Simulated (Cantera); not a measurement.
A perfectly stirred reactor is fed with 17.8 % CH₃OH, 16.7 % O₂, 62.8 % N₂, 2.67 % CO₂, equivalence ratio 1.6, at 2.70 bar; it is adiabatic with a 475 K inlet, and is followed from long to short residence time, starting on the burning branch (τ in s: 0.21, 0.092, 0.04, 0.017, 0.0074, 0.0032, 0.0014, 0.00059, 0.00025, 0.00011, 4.7e-05, 2e-05, 8.8e-06).

Detailed kinetics in Cantera: GRI-Mech 3.0 (53 species, 325 reactions). GRI-Mech 3.0 was tuned for natural gas; its chemistry of methanol as a main component is partial and can be far from experiment.

**Question.** Predict: blow-out, bracketed by the residence times tried; x(CH₃OH) at τ = 0.210 s; x(O₂) at τ = 0.210 s; x(CO₂) at τ = 0.210 s; x(HO₂) at τ = 0.210 s; x(CH₃) at τ = 0.210 s; x(CH₃OH) at τ = 1.40 ms; x(O₂) at τ = 1.40 ms; x(CO₂) at τ = 1.40 ms; x(HO₂) at τ = 1.40 ms; x(CH₃) at τ = 1.40 ms.

**Answer.** 
```json
{
 "blow_out_bracketed_by_the_residence_times_tried": "burning at 0.110 ms, out at 47.0 µs",
 "x(CH₃OH) at τ = 0.210 s": "1.13e-6",
 "x(O₂) at τ = 0.210 s": "2.97e-5",
 "x(CO₂) at τ = 0.210 s": "0.0733",
 "x(HO₂) at τ = 0.210 s": "1.48e-8",
 "x(CH₃) at τ = 0.210 s": "1.56e-6",
 "x(CH₃OH) at τ = 1.40 ms": "2.43e-5",
 "x(O₂) at τ = 1.40 ms": "0.000693",
 "x(CO₂) at τ = 1.40 ms": "0.0733",
 "x(HO₂) at τ = 1.40 ms": "1.01e-6",
 "x(CH₃) at τ = 1.40 ms": "2.43e-5"
}
```
